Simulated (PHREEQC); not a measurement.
Solution (25 °C): 0.0016 mol/kgw KHCO3 and 0.048 mol/kgw NH3. Closed to the air; pH follows from the charge balance.

Equilibrium calculation in PHREEQC: ion-association model, phreeqc.dat.

| quantity | before | after |
|---|---|---|
| pH | 10.70 | 10.90 |
| ionic strength (mol/kgw) | 0.00453 | 0.00167 |
| NH3 (mol/kgw) | 0.0463 | 0.0469 |
| NH4+ (mol/kgw) | 0.00174 | 0.00109 |

**Question.** Name the change that produced these shifts.
(A) KHCO3 from 0.0016 to 0.008 mol/kgw
(B) KHCO3 left out
(C) KHCO3 from 0.0016 to 0.00032 mol/kgw
(D) temperature from 25 to 35 °C
(E) KHCO3 from 0.0016 to 0.00176 mol/kgw

**Answer.** C, KHCO3 from 0.0016 to 0.00032 mol/kgw

Precipitation was switched off in this run.
